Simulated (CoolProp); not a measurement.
The fluid at 499.93 K and 0.197 MPa flows at 0.9 m/s in a round tube of 10 mm bore and 45 µm roughness, fully developed (64/Re and Nu = 3.66 if laminar; Colebrook and Gnielinski if turbulent). The same conditions are run with several fluids, on thermodynamics alone (safety and materials aside).

Values from CoolProp's reference Helmholtz-energy equation of state of each fluid (ammonia: Gao 2020; isobutane: Bücker 2006; R404A: Lemmon 2003; R410A: Lemmon 2003; c-C4F8 (RC318): Platzer 1990). The equations of Platzer and Polt are older, rougher fits. Blends and air are pseudo-pure fits.

| fluid | Reynolds number | Darcy friction factor | pressure drop (Pa/m) | heat-transfer coefficient (W/(m² K)) | mass flow (kg/h) |
|---|---|---|---|---|---|
| ammonia | 408 | 0.157 | 5.14 | 19.5 | 0.206 |
| isobutane | 2050 | (withheld) | 3.52 | 15.9 | 0.708 |
| R404A | (withheld) | (withheld) | 5.79 | 10.4 | 1.18 |
| R410A | (withheld) | 0.0438 | 6.12 | 10.4 | 0.879 |
| c-C4F8 (RC318) | 4520 | 0.0431 | 16.7 | 44.5 | (withheld) |

**Question.** What belongs in the gaps?

**Answer.** 
- isobutane, Darcy friction factor: 0.0312
- R404A, Reynolds number: 2080
- R404A, Darcy friction factor: 0.0308
- R410A, Reynolds number: 1460
- c-C4F8 (RC318), mass flow (kg/h): 2.43

Transport values come from each fluid's own correlations; those of c-C4F8 (RC318) are estimates that may be off by 10 % or more.
